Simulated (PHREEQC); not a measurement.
City or well water (model solution)

Synthetic water in mmol/kgw, 23 °C, pH 8.03, pe 9.8:

| constituent | mmol/kgw |
|---|---|
| Na | 0.311 |
| K | 0.122 |
| Ca | 0.904 |
| Mg | 0.385 |
| Cl | 0.709 |
| S(6) | 0.76 |
| Alkalinity (meq/kgw) | 0.834 |
| F | 0.0785 |
| Ni | 0.034 |

Valence states are taken as typed.

Computed with PHREEQC (ion-association model, wateq4f.dat).

No solid was allowed to form.

### Question
What ionic strength does the model give?

### Answer
ionic strength 0.00470 mol/kgw.

### Question
In which forms is C present?

### Answer
HCO3- 92 %, NiCO3 3.9 %, CO2 1.8 %, CaHCO3+ 0.7 %, CO3-2 0.6 % of the C.

The database's nickel carbonate constants are estimates that later reviews lower a good deal.
